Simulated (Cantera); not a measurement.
Input: 1 mol HMDSO, 0.24 mol O2, 0.28 mol H2, held at 0.120 Torr.

Cantera equilibrium calculation (NASA polynomials, part measured and part estimated; ideal gas, pure solids and liquids). Candidate condensed phases: C, C6H6, C7H8, C8H18, H2O, Si, SiC, SiO2; 123 gas species. The feed counts by its element totals alone. Mutual solubility and eutectic melting of coexisting phases are not modelled. The tables hold silica as quartz up to 1696 K and as liquid above; real silica turns to tridymite and cristobalite and melts near 1996 K. The numbers say what is thermodynamically allowed, not how fast it happens.

x: gas mole fraction; n: condensed amount in mol.

```tsv
T (K)	x H2	x CO	x H	x Si	n C(graphite)	n SiC(s)	n SiO2(α-quartz)	n SiO2(β-quartz)
748	0.999	3.26e-9	2.27e-11	<1e-12	4.74	1.26	0.740	0
848	1.000	1.09e-6	1.50e-9	<1e-12	4.74	1.26	0	0.740
948	1.000	0.000105	4.14e-8	<1e-12	4.74	1.26	0	0.740
1048	0.996	0.00416	6.09e-7	<1e-12	4.68	1.28	0	0.721
1148	0.914	___	___	___	___	___	0	___
1248	0.862	0.137	3.43e-5	1.08e-10	2.52	2.00	0	0
1348	0.862	0.137	0.000170	4.43e-9	2.52	2.00	0	0
1448	0.862	0.137	0.000676	1.08e-7	2.52	2.00	0	0
1548	0.860	0.137	0.00226	1.74e-6	2.53	2.00	0	0
1648	0.856	0.137	___	___	2.53	1.99	0	0
1748	0.847	0.136	0.0166	0.000171	2.53	1.99	0	0
1848	0.826	0.134	0.0381	0.00117	2.55	1.98	0	0
1948	0.782	0.130	0.0790	0.00653	2.61	1.91	0	0
```

Problem. Complete the blanks.

Solution. 
- 1148, x CO: 0.0862
- 1148, x H: 5.41e-6
- 1148, x Si: 1.38e-12
- 1148, n C(graphite): 3.43
- 1148, n SiC(s): 1.70
- 1148, n SiO2(β-quartz): 0.302
- 1648, x H: 0.00651
- 1648, x Si: 1.99e-5
